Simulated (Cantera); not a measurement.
A freely propagating, adiabatic, planar premixed flame of H₂ : O₂ : N₂ = 1 : 0.294 : 0.912 (molar parts), unburnt at 450 K and 150000 Pa; mixture-averaged transport, grid criteria slope 0.08 and curve 0.16, no radiation.

Detailed kinetics in Cantera: the H2/O2 subset of GRI-Mech 3.0, which has no nitrogen chemistry. Burning velocities carry a grid error of a few per cent, more on coarse grids.

Task: Predict: laminar burning velocity; thermal thickness; peak x(HO₂); peak x(O); peak x(H); peak x(OH).

Result: 
```
Property                     Value
------------------------  --------
laminar burning velocity  682 cm/s
thermal thickness         0.229 mm
peak x(HO₂)               0.000563
peak x(O)                  0.00571
peak x(H)                   0.0895
peak x(OH)                 0.00933
```
